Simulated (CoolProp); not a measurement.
Vapour-liquid equilibrium of n-heptane (1) + n-dodecane (2) at 209.75 °C; x and y are mole fractions of (1).

Model: multi-fluid Helmholtz-energy mixture model, Span 2003 and Lemmon 2004; pair parameters Bell 2016, in CoolProp.

| x | bubble pressure (bar) | y at the bubble point | dew pressure at overall composition x (bar) | liquid density (mol/L) |
|---|---|---|---|---|
| 0.05 | 1.258 | 0.328 | 0.9085 | 3.581 |
| 0.15 | 2.107 | 0.622 | 1.010 | 3.702 |
| 0.25 | 3.026 | 0.756 | 1.136 | 3.827 |
| 0.35 | 4.000 | 0.831 | 1.297 | 3.957 |
| 0.45 | 5.017 | 0.879 | 1.511 | 4.091 |
| 0.55 | 6.073 | 0.912 | 1.808 | 4.229 |
| 0.65 | 7.168 | 0.937 | 2.249 | 4.369 |
| 0.75 | 8.310 | 0.958 | 2.971 | 4.507 |
| 0.85 | 9.521 | 0.975 | 4.359 | 4.638 |
| 0.95 | 10.84 | 0.992 | 7.855 | 4.751 |

No azeotrope shows between x = 0.05 and 0.95.

Pair parameters are fitted to limited data, so mixtures are less certain than the pure fluids.
